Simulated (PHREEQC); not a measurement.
Make-up at 25 °C: 0.17 mol HCl, 7.1e-05 mol CuSO4 and 0.094 mol CuCl2 per kg of water. Closed to the air; pH follows from the charge balance.

Model: ion-association model, wateq4f.dat, run in PHREEQC.

Each row changes one thing in this solution. This is a speciation only: nothing precipitates in the calculation.

```json
[
 {"case": "as made", "pH": "0.88", "ionic strength (mol/kgw)": "0.413", "Cl- (mol/kgw)": "0.338", "Cu+2 (mol/kgw)": "0.0750", "CuCl+ (mol/kgw)": "0.0178", "CuCl2 (mol/kgw)": "0.00128", "SI of Tenorite (CuO)": "-7.56", "SI of Cu(OH)2 (Cu(OH)2)": "-8.59"},
 {"case": "diluted 2-fold with water", "pH": "1.17", "ionic strength (mol/kgw)": "0.213", "Cl- (mol/kgw)": "0.172", "Cu+2 (mol/kgw)": "0.0407", "CuCl+ (mol/kgw)": "0.00602", "CuCl2 (mol/kgw)": "0.000268", "SI of Tenorite (CuO)": "-7.16", "SI of Cu(OH)2 (Cu(OH)2)": "-8.19"},
 {"case": "diluted 5-fold with water", "pH": "1.55", "ionic strength (mol/kgw)": "0.0876", "Cl- (mol/kgw)": "0.0702", "Cu+2 (mol/kgw)": "0.0174", "CuCl+ (mol/kgw)": "0.00136", "CuCl2 (mol/kgw)": "3.03e-5", "SI of Tenorite (CuO)": "-6.66", "SI of Cu(OH)2 (Cu(OH)2)": "-7.68"},
 {"case": "0.18 mol/kgw Na2SO4 added", "pH": "1.21", "ionic strength (mol/kgw)": "0.664", "Cl- (mol/kgw)": "0.344", "Cu+2 (mol/kgw)": "0.0585", "CuCl+ (mol/kgw)": "0.0123", "CuCl2 (mol/kgw)": "0.000770", "SI of Tenorite (CuO)": "-7.08", "SI of Cu(OH)2 (Cu(OH)2)": "-8.11"},
 {"case": "CuSO4 left out", "pH": "0.88", "ionic strength (mol/kgw)": "0.413", "Cl- (mol/kgw)": "0.338", "Cu+2 (mol/kgw)": "0.0749", "CuCl+ (mol/kgw)": "0.0178", "CuCl2 (mol/kgw)": "0.00128", "SI of Tenorite (CuO)": "-7.56", "SI of Cu(OH)2 (Cu(OH)2)": "-8.59"}
]
```
